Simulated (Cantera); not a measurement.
A Cantera script and what it prints.

```python
import numpy as np
import cantera as ct

gas_names = """
    O2 ZrO2 NbO2 CrO3 PbO CO
""".split()
cond_names = """
    Zr(a) Zr(b) Zr(L) Nb(cr) Nb(L) Cr(cr) Cr(L) NbO2(I) NbO2(II) NbO2(III) NbO2(L) Pb(cr) Pb(L) C(gr)
    Ti(a) Ti(b) Ti(L) Ti3O5(a) Ti3O5(b) Ti3O5(L)
""".split()


# ... load() reads the species with a 1 bar reference pressure and builds the phases ...
species = {s.name: s for s in load("nasa_gas.yaml", gas_names) + load("nasa_condensed.yaml", cond_names)}
# Each term lists the table entries of one substance; the one whose range holds T is used.
reactions = {
    'Zr + O2(g) = ZrO2(g)':
        [(-1, ['Zr(a)', 'Zr(b)', 'Zr(L)']), (-1, ['O2']), (1, ['ZrO2'])],
    'Nb + O2(g) = NbO2(g)':
        [(-1, ['Nb(cr)', 'Nb(L)']), (-1, ['O2']), (1, ['NbO2'])],
    '0.6667 Cr + O2(g) = 0.6667 CrO3(g)':
        [(-0.6666666666666666, ['Cr(cr)', 'Cr(L)']), (-1, ['O2']), (0.6666666666666666, ['CrO3'])],
    'Nb + O2(g) = NbO2':
        [(-1, ['Nb(cr)', 'Nb(L)']), (-1, ['O2']), (1, ['NbO2(I)', 'NbO2(II)', 'NbO2(III)', 'NbO2(L)'])],
    '2 Pb + O2(g) = 2 PbO(g)':
        [(-2, ['Pb(cr)', 'Pb(L)']), (-1, ['O2']), (2, ['PbO'])],
    '2 C + O2(g) = 2 CO(g)':
        [(-2, ['C(gr)']), (-1, ['O2']), (2, ['CO'])],
    '1.2 Ti + O2(g) = 0.4 Ti3O5':
        [(-1.2, ['Ti(a)', 'Ti(b)', 'Ti(L)']), (-1, ['O2']), (0.4, ['Ti3O5(a)', 'Ti3O5(b)', 'Ti3O5(L)'])],
}


def pick(names, T):
    return next(species[n] for n in names if species[n].thermo.min_temp <= T <= species[n].thermo.max_temp)


results = []
for label, terms in reactions.items():
    print(label)
    print("     T/K   dH/kJ  dS/(J/K)   dG/kJ   log10 K")
    for T in [1725, 1825, 1925, 2025, 2125, 2225]:
        used = [(nu, pick(names, T)) for nu, names in terms]
        dH = sum(nu * s.thermo.h(T) for nu, s in used) / 1e6
        dS = sum(nu * s.thermo.s(T) for nu, s in used) / 1e3
        dG = dH - T * dS / 1e3
        logK = -dG * 1e6 / (ct.gas_constant * T * np.log(10))
        results.append((label, T, dH, dS, dG, logK, [s.name for _, s in used]))
        print(f"{T:8g} {dH:8.1f} {dS:8.1f} {dG:8.1f} {logK:8.2f}")
```

Output:

```
Zr + O2(g) = ZrO2(g)
     T/K   dH/kJ  dS/(J/K)   dG/kJ   log10 K
    1725   -301.8     12.8   -323.9     9.81
    1825   -303.0     12.1   -325.1     9.30
    1925   -304.3     11.4   -326.3     8.85
    2025   -305.7     10.7   -327.4     8.44
    2125   -307.3      9.9   -328.4     8.07
    2225   -330.4     -0.9   -328.4     7.71
Nb + O2(g) = NbO2(g)
     T/K   dH/kJ  dS/(J/K)   dG/kJ   log10 K
    1725   -211.4     17.8   -242.0     7.33
    1825   -212.5     17.1   -243.8     6.98
    1925   -213.8     16.4   -245.4     6.66
    2025   -215.1     15.8   -247.1     6.37
    2125   -216.6     15.1   -248.6     6.11
    2225   -218.1     14.4   -250.1     5.87
0.6667 Cr + O2(g) = 0.6667 CrO3(g)
     T/K   dH/kJ  dS/(J/K)   dG/kJ   log10 K
    1725   -203.3    -51.8   -113.9     3.45
    1825   -204.7    -52.6   -108.7     3.11
    1925   -206.3    -53.5   -103.4     2.81
    2025   -208.1    -54.4    -98.0     2.53
    2125   -210.0    -55.3    -92.5     2.27
    2225   -224.7    -62.2    -86.3     2.03
Nb + O2(g) = NbO2
     T/K   dH/kJ  dS/(J/K)   dG/kJ   log10 K
    1725   -767.0   -157.4   -495.4    15.00
    1825   -765.6   -156.6   -479.7    13.73
    1925   -764.3   -155.9   -464.1    12.59
    2025   -763.0   -155.3   -448.6    11.57
    2125   -761.9   -154.8   -433.1    10.64
    2225   -668.3   -111.7   -419.7     9.85
2 Pb + O2(g) = 2 PbO(g)
     T/K   dH/kJ  dS/(J/K)   dG/kJ   log10 K
    1725    103.8     96.0    -61.8     1.87
    1825    101.9     95.0    -71.4     2.04
    1925    100.0     94.0    -80.8     2.19
    2025     98.1     93.0    -90.2     2.33
    2125     96.1     92.0    -99.4     2.44
    2225     94.1     91.1   -108.6     2.55
2 C + O2(g) = 2 CO(g)
     T/K   dH/kJ  dS/(J/K)   dG/kJ   log10 K
    1725   -233.7    169.4   -525.8    15.92
    1825   -235.2    168.5   -542.7    15.53
    1925   -236.7    167.7   -559.6    15.18
    2025   -238.2    166.9   -576.3    14.87
    2125   -239.8    166.2   -592.9    14.57
    2225   -241.4    165.4   -609.5    14.31
1.2 Ti + O2(g) = 0.4 Ti3O5
     T/K   dH/kJ  dS/(J/K)   dG/kJ   log10 K
    1725   -965.5   -163.4   -683.6    20.70
    1825   -963.8   -162.5   -667.3    19.10
    1925   -962.1   -161.6   -651.1    17.67
    2025   -978.5   -170.0   -634.2    16.36
    2125   -908.7   -136.0   -619.7    15.23
    2225   -907.4   -135.4   -606.2    14.23
```

Standard-state values (1 bar) from the NASA 1993 polynomials, evaluated with Cantera. Condensed species are held in their standard states even where they would react or evaporate.
